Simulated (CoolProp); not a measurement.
Vapour-liquid equilibrium of CH2F2 (R32) (1) + R1234yf (2) at 174.7 K; x and y are mole fractions of (1).

Values from CoolProp's multi-fluid Helmholtz-energy mixture model, Tillner-Roth 1997 and Lemmon 2022; pair parameters Bell 2023.

Task: Give the bubble pressure and the first vapour's composition at x = 0.35, 0.8, 0.95. Is there an azeotrope?

Result: x = 0.35: 0.003251 MPa, y = 0.760; x = 0.8: 0.004177 MPa, y = 0.893; x = 0.95: 0.004347 MPa, y = 0.961. No azeotrope shows between x = 0.05 and 0.95.

Pair parameters are fitted to limited data, so mixtures are less certain than the pure fluids.
